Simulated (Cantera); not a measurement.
Gas mixture: C2H4 = 0.52 (molar parts), at 0.0118 atm, frozen composition.

Cantera's kinetic-theory transport with the Lennard-Jones parameters of GRI-Mech 3.0, ideal gas; thermal conductivity in the multicomponent form. The composition is frozen, though it would react at the higher temperatures.

One state of this run: ρ (kg/m³) = 0.00450; cp (J/kg/K) = 3167; μ (µPa s) = 26.3; λ (mW/m/K) = 111; Pr = 0.749; D (cm²/s) CH3 = 104; D (cm²/s) N2 = 94.8; D (cm²/s) O = 145. D: mixture-averaged diffusion coefficient of that species in the mixture.

Question: Which value of T (K) does it belong to?
(A) 700
(B) 1100
(C) 900
(D) 1000

Answer: C, 900
